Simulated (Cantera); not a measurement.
Input (Python, Cantera) and output of one run.

```python
import numpy as np
import cantera as ct

gas_names = """
    H HO2 H2 H2O H2O2 O OH O2 O3 V VO VO2
""".split()
cond_names = """
    H2O(s) H2O(L) V(cr) V(L) VO(s) VO(L) V2O3(s) V2O3(L) V2O4(I) V2O4(II) V2O4(L) V2O5(s) V2O5(L)
""".split()


# ... load() reads the species with a 1 bar reference pressure and builds the phases ...
atoms = {
    'V2O3': {'V': 2, 'O': 3},
    'H2': {'H': 2},
}
top_T = {}  # K; cautious upper limits of use, not melting points


# ... equilibrate(T, P, feed) seeds the gas with the atoms and calls Mixture.equilibrate('TP', solver="vcs", rtol=1e-11, max_steps=5000) ...
results = []
feed = {'V2O3': 1, 'H2': 27}  # mol
P = 6000  # Pa
for T in [898, 998, 1098, 1198, 1298, 1398, 1498, 1598, 1698, 1798, 1898, 1998, 2098]:
    mix = equilibrate(T, P, feed)
    results.append((T, P, feed, dict(zip(mix.species_names, mix.species_moles))))

top = {s: max(r[3][s] / sum(r[3][g] for g in gas_names) for r in results) for s in gas_names}
cols = sorted((s for s in top if top[s] > 1e-06), key=lambda s: -top[s])[:6]
seen = [c for c in cond_names if any(r[3].get(c, 0) > 1e-12 for r in results)]
print("log10 of partial pressures in bar; condensed amounts in mol")
print(f"{'T/K':>10s}" + "".join(f"{s[:9]:>10s}" for s in cols + seen))
for T, P, feed, n in results:
    ng = sum(n[g] for g in gas_names)
    print(f"{T:10.4g}" + "".join(f"{np.log10(max(n[s] / ng * P / 1e5, 1e-99)):10.3f}" for s in cols)
          + "".join(f"{n.get(c, 0):10.4g}" for c in seen))
```

Result:

```
log10 of partial pressures in bar; condensed amounts in mol
       T/K        H2       H2O         H       VO2        VO        OH     VO(s)     VO(L)   V2O3(s)
       898    -1.222    -6.112   -10.572   -21.931   -22.917   -18.498 0.0006952         0    0.9997
       998    -1.222    -5.494    -9.278   -18.779   -19.730   -16.213  0.002883         0    0.9986
      1098    -1.222    -4.992    -8.218   -16.211   -17.135   -14.344  0.009164         0    0.9954
      1198    -1.222    -4.576    -7.332   -14.081   -14.984   -12.788   0.02391         0     0.988
      1298    -1.222    -4.225    -6.581   -12.287   -13.173   -11.472   0.05365         0    0.9732
      1398    -1.223    -3.925    -5.936   -10.757   -11.629   -10.344     0.107         0    0.9465
      1498    -1.223    -3.666    -5.377    -9.437   -10.299    -9.366    0.1942         0    0.9029
      1598    -1.225    -3.440    -4.886    -8.289    -9.142    -8.512    0.3266         0    0.8367
      1698    -1.226    -3.242    -4.453    -7.282    -8.128    -7.758    0.5157         0    0.7421
      1798    -1.229    -3.067    -4.068    -6.392    -7.232    -7.088    0.7723         0    0.6137
      1898    -1.232    -2.912    -3.723    -5.601    -6.436    -6.490     1.106         0    0.4462
      1998    -1.237    -2.774    -3.413    -4.894    -5.725    -5.952     1.527         0    0.2334
      2098    -1.244    -2.667    -3.134    -4.297    -5.109    -5.483         0     1.974         0
```

These are equilibrium values from Cantera (NASA tables, ideal gas, pure condensed phases), not measurements of a reactor. Mutual solubility and eutectic melting of coexisting phases are not modelled. VO: taken at fixed stoichiometry. Condensed phases not in the tables: the oxides between V2O3 and V2O5 other than VO2.
